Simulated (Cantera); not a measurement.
An isothermal, constant-pressure homogeneous reactor starts with CH4 : H2 = 1 : 56 (molar parts), at 1575 K and 760 Torr. Integrator tolerance rtol = 1e-08.

Computed with Cantera and GRI-Mech 3.0 (53 species, 325 reactions). GRI-Mech 3.0 stops at C3 and has no aromatics, soot or wall deposition, so with more carbon than oxygen in the feed, carbon stays in small species such as C2H2 where larger ones or solid carbon would form.

### Question
What does this change do: pressure from 760 Torr to 20.0 Torr?

### Answer
```csv
quantity,before,after
x(CH4) at 100 s,0.0144 (gas-phase equilibrium 0.0144),0.00175 (gas-phase equilibrium 0.000930)
x(H2) at 100 s,0.984 (gas-phase equilibrium 0.984),0.990 (gas-phase equilibrium 0.991)
x(CH3) at 100 s,1.22e-5 (gas-phase equilibrium 1.22e-5),9.09e-6 (gas-phase equilibrium 4.86e-6)
x(H) at 100 s,4.12e-5 (gas-phase equilibrium 4.12e-5),0.000254 (gas-phase equilibrium 0.000255)
x(C2H2) at 100 s,0.00137 (gas-phase equilibrium 0.00137),0.00773 (gas-phase equilibrium 0.00813)
```
Radical loss at walls, strong at low pressure, is not modelled.

### Question
What does this change do: pressure from 760 Torr to 31.5 Torr?

### Answer
```json
[
 {"quantity": "x(CH4) at 100 s", "before": "0.0144 (gas-phase equilibrium 0.0144)", "after": "0.00186 (gas-phase equilibrium 0.00144)"},
 {"quantity": "x(H2) at 100 s", "before": "0.984 (gas-phase equilibrium 0.984)", "after": "0.990 (gas-phase equilibrium 0.990)"},
 {"quantity": "x(CH3) at 100 s", "before": "1.22e-5 (gas-phase equilibrium 1.22e-5)", "after": "7.73e-6 (gas-phase equilibrium 5.99e-6)"},
 {"quantity": "x(H) at 100 s", "before": "4.12e-5 (gas-phase equilibrium 4.12e-5)", "after": "0.000203 (gas-phase equilibrium 0.000203)"},
 {"quantity": "x(C2H2) at 100 s", "before": "0.00137 (gas-phase equilibrium 0.00137)", "after": "0.00766 (gas-phase equilibrium 0.00786)"}
]
```
Radical loss at walls, strong at low pressure, is not modelled.
